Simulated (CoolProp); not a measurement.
A Linde-Hampson liquefier for dry air: isothermal reversible compression at 290 K from 1 atm to 20 MPa, throttling to 1 atm, return gas leaving the recuperator 2 K below the feed. Each further row changes one setting.

The numbers come from the reference Helmholtz-energy equation of state, Lemmon 2000 in CoolProp. It is a pseudo-pure fit of the blend.

| case | liquid yield per pass | compression work (kJ/kg of gas) |
|---|---|---|
| as stated | 0.085 | 438 |
| high pressure 40 MPa | ___ | ___ |
| warm-end temperature 320 K | ___ | ___ |
| warm-end gap 7 K | 0.074 | 438 |

### Question
Complete the blanks.

### Answer

- high pressure 40 MPa, liquid yield per pass: 0.112
- high pressure 40 MPa, compression work (kJ/kg of gas): 501
- warm-end temperature 320 K, liquid yield per pass: 0.062
- warm-end temperature 320 K, compression work (kJ/kg of gas): 486
